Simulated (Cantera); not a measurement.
Cantera run:

```python
import numpy as np
import cantera as ct

gas_names = """
    H HNO HNO2 HNO3 HO2 H2 H2O H2O2 N NH NH2 NH3 NH2OH NO NO2 NO3 N2 N2H2 N2H4 N2O O OH O2 O3 Si SiH
    SiH2 SiH3 SiH4 SiN SiO SiO2 Si2 Si2N Si3
""".split()
cond_names = """
    H2O(s) H2O(L) Si(cr) Si(L) SiO2(Lqz) SiO2(hqz) SiO2(L) Si2N2O(s) Si3N4(a)
""".split()


# ... load() reads the species with a 1 bar reference pressure and builds the phases ...
atoms = {
    'Si2H6': {'Si': 2, 'H': 6},
    'N2O': {'N': 2, 'O': 1},
    'H2': {'H': 2},
}
top_T = {'Si2N2O(s)': 2100, 'Si3N4(a)': 2400}  # K; cautious upper limits of use, not melting points


# ... equilibrate(T, P, feed) seeds the gas with the atoms and calls Mixture.equilibrate('TP', solver="vcs", rtol=1e-11, max_steps=5000) ...
results = []
T = 798.15  # K
P = 710  # Pa
for m in [0.4, 0.72, 1.3, 2.4, 4.3, 7.8, 14, 26, 47]:
    feed = {'Si2H6': 1, 'N2O': m, 'H2': 5.7}  # mol
    mix = equilibrate(T, P, feed)
    results.append((T, P, feed, dict(zip(mix.species_names, mix.species_moles))))

top = {s: max(r[3][s] / sum(r[3][g] for g in gas_names) for r in results) for s in gas_names}
cols = sorted((s for s in top if top[s] > 1e-06), key=lambda s: -top[s])[:9]
seen = [c for c in cond_names if any(r[3].get(c, 0) > 1e-12 for r in results)]
print("log10 of partial pressures in bar; condensed amounts in mol")
print(f"{'n(N2O)':>10s}" + "".join(f"{s[:9]:>10s}" for s in cols + seen))
for T, P, feed, n in results:
    ng = sum(n[g] for g in gas_names)
    print(f"{feed['N2O']:10.4g}" + "".join(f"{np.log10(max(n[s] / ng * P / 1e5, 1e-99)):10.3f}" for s in cols)
          + "".join(f"{n.get(c, 0):10.4g}" for c in seen))
```

Output:

```
log10 of partial pressures in bar; condensed amounts in mol
    n(N2O)        H2        N2       H2O        O2       NH3        NO    Si(cr) SiO2(Lqz) Si2N2O(s)
       0.4    -2.149   -17.137   -18.770   -59.887   -14.308   -43.834       1.2         0       0.4
      0.72    -2.149   -22.024   -13.882   -50.113   -16.752   -41.390      0.56 1.965e-12      0.72
       1.3    -2.168    -3.506    -7.729   -37.767    -7.522   -25.958         0       0.2       0.9
       2.4    -2.233    -2.902    -7.593   -37.364    -7.317   -25.454         0    0.9333    0.5333
       4.3    -2.338    -2.629    -3.786   -29.540    -7.338   -21.406         0         2         0
       7.8    -2.676    -2.474    -2.786   -26.866    -7.767   -19.992         0         2         0
        14   -14.048    -2.371    -2.578    -3.704   -24.774    -8.359         0         2         0
        26   -14.677    -2.350    -2.826    -2.942   -25.707    -7.968         0         2         0
        47   -15.006    -2.339    -3.072    -2.777   -26.195    -7.879         0         2         0
```

Method: chemical equilibrium by Gibbs-energy minimisation in Cantera with the NASA 1993 tables (ideal gas, pure condensed phases). The feed counts by its element totals alone.
